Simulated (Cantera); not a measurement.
A freely propagating, adiabatic, planar premixed flame of CH₄ : H₂ : O₂ : N₂ : H₂O = 1 : 0.34 : 3.19 : 12 : 1.4 (molar parts), unburnt at 425 K and 0.480 bar; mixture-averaged transport, grid criteria slope 0.08 and curve 0.16, no radiation.

Model: GRI-Mech 3.0 (53 species, 325 reactions), integrated in Cantera. Burning velocities carry a grid error of a few per cent, more on coarse grids.

x: mole fraction of selected species; z is measured from the peak of heat release.

```
z (mm)  T (K)  u (m/s)     x CH₄      x H₂    x O₂    x NO₂  x C₂H₂     x HO₂
------  -----  -------  --------  --------  ------  -------  ------  --------
-3.41     425    0.400    0.0558    0.0185   0.178    <1e-8   <1e-8   6.53e-8
-2.28     428    0.402    0.0557    0.0177   0.178    <1e-8   <1e-8   6.73e-7
-1.71     437    0.411    0.0553    0.0167   0.178    <1e-8       …   3.10e-6
-1.14     495    0.466    0.0525    0.0150   0.174  1.83e-8       …   2.27e-5
-0.569    808    0.762    0.0372    0.0124   0.150  2.68e-8       …  0.000113
-0.284   1121     1.06    0.0209    0.0109   0.121    <1e-8       …  0.000122
0        1420     1.35   0.00494   0.00848  0.0882    <1e-8       …   9.47e-5
0.284    1549     1.47  0.000330   0.00537  0.0704    <1e-8       …   2.36e-5
0.569    1601     1.51   1.30e-5   0.00404  0.0648    <1e-8       …   1.33e-5
1.14     1663     1.56   2.70e-8   0.00313  0.0611    <1e-8   <1e-8   9.42e-6
2.28     1721     1.61     <1e-8   0.00193  0.0591    <1e-8   <1e-8   5.62e-6
4.55     1760     1.64     <1e-8  0.000843  0.0582    <1e-8   <1e-8   2.63e-6
9.10     1779     1.66     <1e-8  0.000294  0.0579    <1e-8   <1e-8   1.10e-6
```

Task: Some entries are withheld; supply them.

Result: 
- -1.71, x C₂H₂: 1.37e-8
- -1.14, x C₂H₂: 1.29e-7
- -0.569, x C₂H₂: 1.28e-6
- -0.284, x C₂H₂: 3.27e-6
- 0, x C₂H₂: 5.41e-6
- 0.284, x C₂H₂: 6.46e-7
- 0.569, x C₂H₂: 1.47e-8
